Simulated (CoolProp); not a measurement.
Vapour-liquid equilibrium of ethylene (1) + n-butane (2) at 0.636 bar; x and y are mole fractions of (1).

Computed with CoolProp (multi-fluid Helmholtz-energy mixture model, Smukala 2000 and Bücker 2006; pair parameters Bell 2016).

| x | bubble temperature, mixture model (°C) | bubble temperature, Raoult's law (°C) | y, mixture model | y, Raoult's law |
|---|---|---|---|---|
| 0.05 | -55.7 | -49.3 | 0.897 | 0.853 |
| 0.15 | -78.9 | -75.4 | 0.982 | 0.978 |
| 0.25 | -87.0 | -86.5 | 0.992 | 0.993 |
| 0.35 | -92.1 | -93.2 | 0.996 | 0.997 |
| 0.45 | -96.2 | -97.9 | 0.997 | 0.998 |
| 0.55 | -99.8 | -101.5 | 0.999 | 0.999 |
| 0.65 | -103.0 | -104.4 | 0.999 | 0.999 |
| 0.75 | -105.9 | -106.7 | 1.000 | 1.000 |
| 0.85 | -108.4 | -108.8 | 1.000 | 1.000 |
| 0.95 | -110.4 | -110.5 | 1.000 | 1.000 |

The largest gap from Raoult's law is -6.4 K in bubble temperature, at x = 0.05. No azeotrope shows between x = 0.05 and 0.95.

The pair parameters rest on a limited set of measurements; away from them the model extrapolates. The gap from Raoult's law changes sign with composition, which may be real or a fault of the pair parameters; it wasn't checked against measurements.
